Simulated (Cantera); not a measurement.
A closed system holds: 1 mol Mg(OH)₂, 0.55 mol H₂, 1.7 mol CO₂, held at 1073 K and 4.20 mbar.

Cantera equilibrium calculation (NASA polynomials, part measured and part estimated; ideal gas, pure solids and liquids). Candidate condensed phases: C, C₆H₆, C₇H₈, C₈H₁₈, H₂O, Mg, MgCO₃, MgO, Mg(OH)₂; 116 gas species. Equilibrium is a limit: real reactors are often held back by kinetics, nucleation or transport.

Base state: CO₂ 0.437, H₂O 0.393, CO 0.0857, H₂ 0.0835 (mole fractions); condensed: MgO(s).

Q: What changes in the equilibrium state with this change: temperature from 1073 K to 1398.15 K?

A: 
```
species       before    after
-----------  -------  -------
H₂O            0.393    0.422
CO₂            0.437    0.409
CO            0.0857    0.115
H₂            0.0835   0.0547
H            6.25e-8  1.71e-5
MgO(s), mol     1.00     1.00
```
